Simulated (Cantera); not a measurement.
# borazine + N2 + H2 (boron, boron nitride and boron oxide)

Charge: 1 mol borazine, 3 mol N2, 14 mol H2, at 2050 °C and 1.00 Torr.

Equilibrium computed with Cantera from the NASA thermochemical tables; the gas is ideal and each condensed phase is pure. Candidate condensed phases: B, BN; 15 gas species. The feed counts by its element totals alone. The tables' values for BH2 are old estimates; treat these amounts as uncertain. Equilibrium is a limit: real reactors are often held back by kinetics, nucleation or transport.

```json
{
  "x(H2)": "0.578",
  "x(H)": "0.227",
  "x(N2)": "0.183",
  "x(B)": "0.0101",
  "x(BH2)": "0.00133",
  "x(BH)": "0.000232",
  "x(BN)": "8.37e-5",
  "x(BH3)": "1.17e-6",
  "n(B(s))": "2.71 mol",
  "gas_amount": "24.54 mol"
}
```
